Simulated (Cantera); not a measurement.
An adiabatic, constant-volume homogeneous reactor starts with 0.970 % CH4, 0.272 % C2H6, 1.26 % C3H8, 20.5 % O2, 76.8 % N2, 0.223 % CO2, equivalence ratio 0.45, at 1200 K and 9.87 atm.

Computed with Cantera and GRI-Mech 3.0 (53 species, 325 reactions). GRI-Mech 3.0 was tuned for natural gas; its chemistry of propane as a main component is partial and can be far from experiment.

**Question.** Predict: time of steepest temperature rise; temperature at 4.00 s; equilibrium temperature; x(CO) at 4.00 s; x(NO) at 4.00 s.

**Answer.** 
```json
{
 "time_of_steepest_temperature_rise": "0.832 ms",
 "temperature at 4.00 s": "2380 K",
 "equilibrium_temperature": "2380 K",
 "x(CO) at 4.00 s": "0.000704 (gas-phase equilibrium 0.000704)",
 "x(NO) at 4.00 s": "0.0127 (gas-phase equilibrium 0.0127)"
}
```
